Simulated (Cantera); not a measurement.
Cantera run, input and output.

```python
import numpy as np
import cantera as ct

gas = ct.Solution("gri30.yaml")


def delay(T, t_max=10):
    gas.TPX = T, 100000, {'CH4': 1, 'CO': 1.2, 'O2': 4.48, 'N2': 13.4, 'CO2': 0.088}
    reactor = ct.IdealGasReactor(gas, clone=False)
    net = ct.ReactorNet([reactor])
    net.rtol, net.atol = 1e-8, 1e-16
    while net.time < t_max:
        t_old, T_old = net.time, reactor.T
        net.step()
        if reactor.T > T + 400:  # ignition: a rise of 400 K
            return t_old + (T + 400 - T_old) / (reactor.T - T_old) * (net.time - t_old)
    return np.nan


taus = []
for T in [1000, 1050, 1100, 1150, 1200, 1250, 1300]:
    taus.append(delay(T))
    print(f"T0 = {T:6g} K   tau = {taus[-1]:.4e} s")
```

It prints:

```
T0 =   1000 K   tau = 9.3595e-01 s
T0 =   1050 K   tau = 3.5533e-01 s
T0 =   1100 K   tau = 1.4388e-01 s
T0 =   1150 K   tau = 6.1584e-02 s
T0 =   1200 K   tau = 2.7748e-02 s
T0 =   1250 K   tau = 1.3145e-02 s
T0 =   1300 K   tau = 6.5556e-03 s
```

Model: GRI-Mech 3.0 (53 species, 325 reactions), integrated in Cantera.
